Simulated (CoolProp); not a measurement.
Properties of R22 at several states (Tc = 369.3 K, pc = 49.90 bar, ω = 0.221).

Values from CoolProp's reference Helmholtz-energy equation of state, Kamei 1995.

| T (K) | p (bar) | phase | cv (kJ/(kg K)) | Prandtl number |
|---|---|---|---|---|
| 395 | 1.48 | gas | 0.6622 | ___ |
| 400.5 | 85.2 | supercritical | ___ | 2.31 |
| 219.2 | 31.1 | liquid | ___ | 3.16 |

Problem. What belongs in the gaps?

Solution. 
- 395, Prandtl number: 0.748
- 400.5, cv (kJ/(kg K)): 0.8240
- 219.2, cv (kJ/(kg K)): 0.6560

Viscosity comes from a separate model (Bell 2016), an estimate that may be off by 10 % or more. Thermal conductivity comes from a separate model (McLinden 2000), an estimate that may be off by 10 % or more.
